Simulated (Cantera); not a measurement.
A perfectly stirred reactor is fed with CH3OH : O2 : N2 = 1 : 1 : 3.76 (molar parts), at 1.00 bar; it is adiabatic with a 473 K inlet, and is followed from long to short residence time, starting on the burning branch (τ in s: 0.036, 0.017, 0.0078, 0.0037, 0.0017, 0.0008, 0.00038, 0.00018, 8.3e-05, 3.9e-05).

Model: GRI-Mech 3.0 (53 species, 325 reactions), integrated in Cantera. GRI-Mech 3.0 was tuned for natural gas; its chemistry of methanol as a main component is partial and can be far from experiment.

### Question
What does this change do: CH3OH 1 to 0.77 parts?

### Answer
```json
[
 {"quantity": "blow-out, bracketed by the residence times tried", "before": "burning at 83.0 µs, out at 39.0 µs", "after": "burning at 83.0 µs, out at 39.0 µs"},
 {"quantity": "x(CH3OH) at τ = 36.0 ms", "before": "2.68e-6", "after": "1.85e-6"},
 {"quantity": "x(O2) at τ = 36.0 ms", "before": "0.000182", "after": "0.00217"},
 {"quantity": "x(CH2CO) at τ = 36.0 ms", "before": "7.19e-9", "after": "9.60e-10"},
 {"quantity": "x(H2O) at τ = 36.0 ms", "before": "0.229", "after": "0.230"},
 {"quantity": "x(CH2O) at τ = 36.0 ms", "before": "2.51e-6", "after": "1.89e-6"},
 {"quantity": "x(CH3OH) at τ = 0.800 ms", "before": "4.23e-5", "after": "3.00e-5"},
 {"quantity": "x(O2) at τ = 0.800 ms", "before": "0.00208", "after": "0.0104"},
 {"quantity": "x(CH2CO) at τ = 0.800 ms", "before": "1.00e-7", "after": "1.84e-8"},
 {"quantity": "x(H2O) at τ = 0.800 ms", "before": "0.221", "after": "0.213"},
 {"quantity": "x(CH2O) at τ = 0.800 ms", "before": "3.51e-5", "after": "2.72e-5"}
]
```
